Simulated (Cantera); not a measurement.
Ignition delay

Mixture: CO : H2 : CH4 : O2 : N2 : H2O = 1 : 0.21 : 1.3 : 4.22 : 15.9 : 0.5 (molar parts), at 1.00 bar, adiabatic and at constant volume. Ignition delay is the time to a rise of 400 K.

Computed with Cantera and GRI-Mech 3.0 (53 species, 325 reactions).

```csv
T0 (K),delay (ms)
1198,8.53
1298,2.99
1398,1.15
1498,0.503
1598,0.249
1698,0.134
1798,0.0773
```

```json
{
 "apparent activation energy between 1598 and 1798 K": "140 kJ/mol"
}
```
